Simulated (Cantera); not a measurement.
Input: 1 mol BCl3, 2.4 mol H2, equilibrated at 1373 K and 1.33 mbar.

Equilibrium computed with Cantera from the NASA thermochemical tables; the gas is ideal and each condensed phase is pure. Candidate condensed phases: B; 13 gas species. The tables' values for BCl2, BCl are old estimates; treat these amounts as uncertain. Gases not in the tables: BHCl2. Kinetics and transport are ignored.

Base state: HCl 0.466, H2 0.417, BCl3 0.115, BCl2 0.00130, BCl 0.000831, H 5.89e-5, Cl 5.45e-5 (mole fractions); condensed: B(s).

Task: What changes in the equilibrium state with this change: BCl3 replaced by B2H6?

Result: 
| species | before | after |
|---|---|---|
| H2 | 0.417 | 1.000 |
| H | 5.89e-5 | 9.12e-5 |
| HCl | 0.466 | 0 |
| BCl3 | 0.115 | 0 |
| BCl2 | 0.00130 | 0 |
| BCl | 0.000831 | 0 |
| Cl | 5.45e-5 | 0 |
| B(s), mol | 0.569 | 2.00 |
The feed counts by its element totals alone.
